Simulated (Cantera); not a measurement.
An adiabatic, constant-volume homogeneous reactor starts with 3.74 % CH4, 20.2 % O2, 75.8 % N2, 0.228 % H2, at 1600 K and 1.01 bar.

Cantera simulation using GRI-Mech 3.0 (53 species, 325 reactions); the numbers are that mechanism's predictions, not measurements.

x: mole fraction; the columns are a selection and need not sum to one.

```csv
t (s),T (K),P (bar),x CH4,x O2,x CH2O,x CO2,x CO
5.00e-6,1600,1.01,0.0374,0.202,[?],8.75e-12,8.86e-11
1.75e-5,1600,1.01,0.0373,0.202,[?],2.70e-10,3.40e-9
6.15e-5,1600,1.01,0.0373,0.202,[?],1.67e-8,2.36e-7
0.000215,1606,1.02,0.0357,0.201,[?],1.25e-5,0.000178
0.000755,2496,1.59,<1e-12,0.123,1.75e-12,0.0342,0.00290
0.00265,2493,1.59,<1e-12,0.122,1.65e-12,0.0344,0.00279
0.00928,2481,1.58,<1e-12,0.119,1.51e-12,0.0345,0.00267
0.0325,2469,1.57,<1e-12,0.116,1.37e-12,0.0346,0.00254
0.114,2467,1.57,<1e-12,0.116,1.35e-12,0.0347,0.00253
0.400,2467,1.57,<1e-12,0.116,1.35e-12,0.0347,0.00253
```

Task: What belongs in the gaps?

Result: 
- 5.00e-6, x CH2O: 3.29e-8
- 1.75e-5, x CH2O: 5.31e-7
- 6.15e-5, x CH2O: 1.01e-5
- 0.000215, x CH2O: 0.000502
